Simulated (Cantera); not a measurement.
Reactions in the system H-N-Ni-S

Standard-state values (1 bar) from the NASA 1993 polynomials, evaluated with Cantera. Values are per mole of reaction as written; species without (g) are pure solids or liquids, kept so even where they would boil at 1 bar.

3 NiS2 + 4 NH3(g) = 2 N2(g) + 6 H2S(g) + 3 Ni

| T (K) | ΔH° (kJ) | ΔS° (J/K) | ΔG° (kJ) | log10 K | condensed phases |
|---|---|---|---|---|---|
| 300 | 454.9 | 720.4 | 238.7 | -41.57 | NiS2(s), Ni(s) |
| 923 | 440.3 | 697.2 | -203.2 | 11.50 | NiS2(s), Ni(s) |
| 1073 | 433.6 | 690.5 | -307.3 | 14.96 | NiS2(s), Ni(s) |
| 1223 | 426.1 | 683.9 | -410.3 | 17.53 | NiS2(s), Ni(s) |
| 1373 | 220.4 | 523.3 | -498.1 | 18.95 | NiS2(l), Ni(s) |
| 1523 | 212.8 | 518.1 | -576.2 | 19.76 | NiS2(l), Ni(s) |
| 1673 | 205.8 | 513.6 | -653.6 | 20.41 | NiS2(l), Ni(s) |
| 1823 | 250.7 | 539.7 | -733.2 | 21.01 | NiS2(l), Ni(l) |
